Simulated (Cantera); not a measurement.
Charge: 1 mol C, 0.12 mol H2O, held at 850 K and 0.00133 bar.

Cantera equilibrium calculation (NASA polynomials, part measured and part estimated; ideal gas, pure solids and liquids). Candidate condensed phases: C, C6H6, C7H8, C8H18, H2O; 110 gas species. Kinetics and transport are ignored.

Base state: H2 0.502, CO 0.489, CO2 0.00686, H2O 0.00231, CH4 0.000209 (mole fractions); condensed: C(graphite).

Problem. What changes in the equilibrium state with this change: temperature from 850 K to 1900 K?

Solution. 
```csv
species,before,after
CO,0.489,0.496
H2,0.502,0.488
H,<1e-9,0.0152
CO2,0.00686,1.39e-8
C2H2 (acetylene),<1e-9,0.000186
"C(graphite), mol",0.882,0.880
```
